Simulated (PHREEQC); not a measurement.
Na2HPO4 is added in steps, without added water, to 1 kg of water holding 0.0019 mol NiSO4 and 0.1 mol Na2SO4, at 25 °C. Oxygen is held at 0.21 atm. CO2 is held at log p = -2 (atm). Only these solids could form: Ni(OH)2, NiCO3, Ni3(PO4)2, Ni4(OH)6SO4, Mirabilite, Morenosite, Nahcolite, Natron.

Base run: PHREEQC, ion-association model, wateq4f.dat. Each further column changes one thing. The table gives HCO3- (mol/kgw).

```json
[
 {"Na2HPO4 added (mol)": "0", "base": "2.81e-5", "0.014 mol/kgw KCl added": "2.79e-5", "Na2SO4 left out": "___", "NiSO4 replaced by CaSO4 at the same molality": "2.88e-5", "no solid may form": "2.81e-5"},
 {"Na2HPO4 added (mol)": "0.03125", "base": "0.00428", "0.014 mol/kgw KCl added": "0.00426", "Na2SO4 left out": "0.00512", "NiSO4 replaced by CaSO4 at the same molality": "0.00423", "no solid may form": "___"},
 {"Na2HPO4 added (mol)": "0.05625", "base": "0.00600", "0.014 mol/kgw KCl added": "0.00597", "Na2SO4 left out": "___", "NiSO4 replaced by CaSO4 at the same molality": "0.00594", "no solid may form": "___"},
 {"Na2HPO4 added (mol)": "0.0875", "base": "0.00753", "0.014 mol/kgw KCl added": "0.00750", "Na2SO4 left out": "0.00843", "NiSO4 replaced by CaSO4 at the same molality": "0.00747", "no solid may form": "___"},
 {"Na2HPO4 added (mol)": "0.1125", "base": "0.00849", "0.014 mol/kgw KCl added": "0.00846", "Na2SO4 left out": "0.00937", "NiSO4 replaced by CaSO4 at the same molality": "0.00843", "no solid may form": "0.00761"},
 {"Na2HPO4 added (mol)": "0.1437", "base": "0.00948", "0.014 mol/kgw KCl added": "0.00944", "Na2SO4 left out": "0.0103", "NiSO4 replaced by CaSO4 at the same molality": "0.00942", "no solid may form": "___"},
 {"Na2HPO4 added (mol)": "0.1688", "base": "0.0101", "0.014 mol/kgw KCl added": "0.0101", "Na2SO4 left out": "0.0110", "NiSO4 replaced by CaSO4 at the same molality": "0.0101", "no solid may form": "0.00920"},
 {"Na2HPO4 added (mol)": "0.2", "base": "0.0109", "0.014 mol/kgw KCl added": "0.0108", "Na2SO4 left out": "0.0117", "NiSO4 replaced by CaSO4 at the same molality": "0.0108", "no solid may form": "___"}
]
```

Complete the blanks.


- 0, Na2SO4 left out: 1.27e-5
- 0.03125, no solid may form: 0.00381
- 0.05625, Na2SO4 left out: 0.00691
- 0.05625, no solid may form: 0.00530
- 0.0875, no solid may form: 0.00671
- 0.1437, no solid may form: 0.00855
- 0.2, no solid may form: 0.00991

The ionic strength passes 0.7 mol/kgw, the rough limit of the ion-association models, in part of: base; 0.014 mol/kgw KCl added; NiSO4 replaced by CaSO4 at the same molality; no solid may form. H3PO4, which wateq4f.dat lacks, is added to it with the constant of phreeqc.dat. The database has no phosphate complexes of Ni. The database's nickel carbonate constants are estimates that later reviews lower a good deal. In at least one series the solution becomes supersaturated in solids that the run did not let form, among them Ni3(PO4)2. Solids allowed in the column '0.014 mol/kgw KCl added': Ni(OH)2, NiCO3, Ni3(PO4)2, Ni4(OH)6SO4, Halite, Mirabilite, Morenosite, Nahcolite, Natron. Solids allowed in the column 'NiSO4 replaced by CaSO4 at the same molality': Aragonite, Gypsum, Portlandite, Hydroxyapatite, Mirabilite, Nahcolite, Natron.
